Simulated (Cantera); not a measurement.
**Hydrocarbon pyrolysis for carbon deposition**

An isothermal, constant-pressure homogeneous reactor starts with C₂H₄ : H₂ = 1 : 20 (molar parts), at 1375 K and 2670 Pa.

Detailed kinetics in Cantera: GRI-Mech 3.0 (53 species, 325 reactions). GRI-Mech 3.0 was tuned for natural gas; its chemistry of ethylene as a main component is partial and can be far from experiment. GRI-Mech 3.0 stops at C3 and has no aromatics, soot or wall deposition, so with more carbon than oxygen in the feed, carbon stays in small species such as C2H2 where larger ones or solid carbon would form. Radical loss at walls, strong at low pressure, is not modelled.

```csv
t (s),x C₂H₄,x H₂,x C₂H₂,x H,x C₂H₆,x CH₄,x C₂H
1.00e-5,0.0476,0.952,1.01e-7,4.73e-11,<1e-12,<1e-12,<1e-12
3.98e-5,0.0476,0.952,4.01e-7,2.26e-10,5.15e-12,<1e-12,<1e-12
0.000158,0.0476,0.952,1.60e-6,1.02e-9,4.08e-11,<1e-12,<1e-12
0.000631,0.0476,0.952,6.36e-6,4.22e-9,2.29e-10,1.53e-12,<1e-12
0.00251,0.0476,0.952,2.54e-5,1.70e-8,1.52e-9,4.30e-11,<1e-12
0.0100,0.0475,0.952,0.000102,6.92e-8,1.50e-8,1.56e-9,<1e-12
0.0398,0.0472,0.952,0.000421,3.36e-7,1.97e-7,7.61e-8,<1e-12
0.158,0.0451,0.952,0.00242,5.30e-6,4.99e-6,6.71e-6,1.09e-11
0.631,0.0243,0.953,0.0222,1.60e-5,8.95e-6,0.000199,3.01e-10
2.51,0.00229,0.954,0.0431,2.11e-5,9.11e-7,0.000444,7.69e-10
10.0,0.00123,0.954,0.0440,2.49e-5,5.00e-7,0.000646,9.27e-10
```
x: mole fraction; the columns are a selection and need not sum to one.

Equilibrium at this temperature and pressure: C₂H₄ 0.00102, H₂ 0.945, C₂H₂ 0.0366, H 2.05e-5, C₂H₆ 6.27e-7, CH₄ 0.0173, C₂H 6.43e-10 (gas phase only).
